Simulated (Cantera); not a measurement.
An isothermal, constant-pressure homogeneous reactor starts with CH3OH : O2 : N2 = 0.011 : 0.0037 : 1 (molar parts), at 1248 K and 1650 Torr.

Model: GRI-Mech 3.0 (53 species, 325 reactions), integrated in Cantera. GRI-Mech 3.0 was tuned for natural gas; its chemistry of methanol as a main component is partial and can be far from experiment.

Question: Predict: x(H2O) at 20.0 s; x(CO) at 20.0 s; x(CH4) at 20.0 s.

Answer: 
```
Quantity                                           Result
----------------  ---------------------------------------
x(H2O) at 20.0 s  0.00632 (gas-phase equilibrium 0.00530)
x(CO) at 20.0 s   0.00979 (gas-phase equilibrium 0.00878)
x(CH4) at 20.0 s  9.03e-6 (gas-phase equilibrium 5.49e-9)
```
